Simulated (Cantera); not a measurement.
A closed system holds: 1 mol C, a varied amount of H₂O, equilibrated at 1 atm.

Cantera equilibrium calculation (NASA polynomials, part measured and part estimated; ideal gas, pure solids and liquids). Candidate condensed phases: C, C₆H₆, C₇H₈, C₈H₁₈, H₂O; 110 gas species. Kinetics and transport are ignored.

Stable condensed phases, one row left out:

```
T in K \ n(H₂O) in mol
          0.4 0.47 0.55 0.64 0.75 0.87    1  1.2  1.4  1.6  1.9
   1223     A    A    A    A    A    A    A    B    B    B    B
   1173     A    A    A    A    A    A    A    B    B    B    B
   1123     A    A    A    A    A    A    A    B    B    B    B
   1073     A    A    A    A    A    A    A    B    B    B    B
   1023     A    A    A    A    A    A    A    B    B    B    B
    923     A    A    A    A    A    A    A    A    A    A    B
    873     A    A    A    A    A    A    A    A    A    A    B
    823     A    A    A    A    A    A    A    A    A    A    A
    773     A    A    A    A    A    A    A    A    A    A    A
    723     A    A    A    A    A    A    A    A    A    A    A
    673     A    A    A    A    A    A    A    A    A    A    A
```

A: C; B: gas only.

Give the row for 973 K.

0.4: C; 0.47: C; 0.55: C; 0.64: C; 0.75: C; 0.87: C; 1: C; 1.2: C; 1.4: gas only; 1.6: gas only; 1.9: gas only.
